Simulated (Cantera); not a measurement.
An adiabatic, constant-volume homogeneous reactor starts with CH4 : O2 : N2 : H2O = 1 : 5.88 : 22.1 : 6.6 (molar parts), equivalence ratio 0.34, at 1375 K and 15000 Torr.

Model: GRI-Mech 3.0 (53 species, 325 reactions), integrated in Cantera. The pressure lies above the range GRI-Mech 3.0 was tuned for (to about 10 atm).

Problem. Predict: time of steepest temperature rise; temperature at 0.500 s; equilibrium temperature; x(O2) at 0.500 s; x(H2O) at 0.500 s; x(H) at 0.500 s.

Solution. 
```
Item                                                                 Value
---------------------------------  ---------------------------------------
time of steepest temperature rise                                 0.288 ms
temperature at 0.500 s                                              2071 K
equilibrium temperature                                             2071 K
x(O2) at 0.500 s                       0.106 (gas-phase equilibrium 0.106)
x(H2O) at 0.500 s                      0.241 (gas-phase equilibrium 0.241)
x(H) at 0.500 s                    3.88e-6 (gas-phase equilibrium 3.86e-6)
```
